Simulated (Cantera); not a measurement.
**Equilibrium for silicon oxide and oxynitride deposition: HMDSO + H2O + N2**

Feed: 1 mol HMDSO, 14 mol H2O, 1.4 mol N2, equilibrated at 13.3 mbar.

These are equilibrium values from Cantera (NASA tables, ideal gas, pure condensed phases), not measurements of a reactor. Candidate condensed phases: C, C6H6, C7H8, C8H18, H2O, Si, SiC, SiO2, Si2N2O, Si3N4; 151 gas species. The feed counts by its element totals alone. The tables hold silica as quartz up to 1696 K and as liquid above; real silica turns to tridymite and cristobalite and melts near 1996 K. Equilibrium is a limit: real reactors are often held back by kinetics, nucleation or transport.

From 1375 K to 1675 K the condensed part is SiO2(β-quartz). From 1750 K to 1900 K the condensed part is SiO2(condensed). The main Si-bearing gas is SiO throughout.

```tsv
T (K)	x H2	x CO	x H2O	x N2	x CO2	n SiO2(β-quartz)	n SiO2(condensed)
1375	0.612	0.177	0.144	0.0461	0.0202	2.00	0
1450	0.610	0.179	0.146	0.0461	0.0181	2.00	0
1525	0.608	0.181	0.148	0.0460	0.0164	2.00	0
1600	0.607	0.182	0.149	0.0460	0.0150	2.00	0
1675	0.605	0.184	0.151	0.0460	0.0138	2.00	0
1750	0.603	0.184	0.152	0.0460	0.0128	0	1.99
1825	0.600	0.185	0.153	0.0459	0.0120	0	1.97
1900	0.593	0.185	0.156	0.0457	0.0115	0	1.88
```
x: gas mole fraction; n: condensed amount in mol.
